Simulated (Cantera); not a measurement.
A Cantera script and its output.

```python
import numpy as np
import cantera as ct

gas = ct.Solution("h2o2.yaml")
gas.TPX = 675, 13332, {'H2': 1, 'O2': 0.167, 'N2': 0.627}
flame = ct.FreeFlame(gas, width=0.16)
flame.set_refine_criteria(ratio=3, slope=0.08, curve=0.16)
flame.transport_model = "mixture-averaged"
flame.solve(loglevel=0, auto=True)
z, T = flame.grid, flame.T
thick = (T[-1] - T[0]) / np.gradient(T, z).max()
show = ['H2', 'O2', 'H2O', 'H', 'H2O2', 'O']
print(f"laminar burning velocity  {flame.velocity[0] * 100:.3f} cm/s")
print(f"burnt temperature         {T[-1]:.1f} K")
print(f"thermal thickness         {thick * 1e3:.4f} mm")
print(f"grid points               {len(z)}")
z0 = z[flame.heat_release_rate.argmax()]
print(f"{'z/mm':>9s}{'T/K':>9s}{'u/(m/s)':>9s}" + "".join(f"{s:>11s}" for s in show))
rows = []
for k in (-3, -2, -1.5, -1, -0.5, -0.25, 0, 0.25, 0.5, 1, 2, 4, 8):
    zz = z0 + k * thick
    rows.append([k * thick, np.interp(zz, z, T), np.interp(zz, z, flame.velocity),
                 *(np.interp(zz, z, flame.X[gas.species_index(s)]) for s in show)])
    print(f"{rows[-1][0] * 1e3:9.3f}{rows[-1][1]:9.1f}{rows[-1][2]:9.3f}" + "".join(f"{x:11.3e}" for x in rows[-1][3:]))
```

Output:

```
laminar burning velocity  772.373 cm/s
burnt temperature         2073.0 K
thermal thickness         7.0489 mm
grid points               150
     z/mm      T/K  u/(m/s)         H2         O2        H2O          H       H2O2          O
  -21.147    675.0    7.724  5.574e-01  9.309e-02  1.126e-12  1.745e-13  1.690e-12  1.879e-15
  -14.098    675.0    7.724  5.574e-01  9.309e-02  4.893e-11  2.013e-10  1.730e-12  2.067e-12
  -10.573    675.0    7.724  5.574e-01  9.309e-02  1.627e-09  1.155e-08  2.716e-12  1.111e-10
   -7.049    675.0    7.724  5.574e-01  9.309e-02  2.608e-07  1.764e-06  3.386e-10  1.574e-08
   -3.524    684.7    7.825  5.556e-01  9.288e-02  6.921e-04  7.945e-04  1.447e-07  1.049e-05
   -1.762    773.7    8.755  5.349e-01  8.974e-02  9.640e-03  1.171e-02  8.716e-08  2.044e-04
    0.000   1070.9   11.863  4.141e-01  4.960e-02  9.412e-02  7.823e-02  8.787e-08  2.363e-03
    1.762   1276.6   14.098  3.305e-01  3.838e-03  1.840e-01  1.178e-01  2.773e-08  8.263e-04
    3.524   1352.5   14.869  3.298e-01  2.789e-04  1.920e-01  1.127e-01  2.228e-08  3.701e-04
    7.049   1441.1   15.742  3.382e-01  9.676e-05  1.934e-01  1.006e-01  2.463e-08  3.529e-04
   14.098   1545.0   16.746  3.488e-01  8.433e-05  1.947e-01  8.561e-02  2.382e-08  3.287e-04
   28.196   1655.2   17.789  3.603e-01  6.648e-05  1.963e-01  6.924e-02  1.852e-08  2.696e-04
   56.391   1762.2   18.779  3.716e-01  4.531e-05  1.981e-01  5.303e-02  1.165e-08  1.906e-04
```

Model: the H2/O2 subset of GRI-Mech 3.0, which has no nitrogen chemistry, integrated in Cantera. Burning velocities carry a grid error of a few per cent, more on coarse grids.
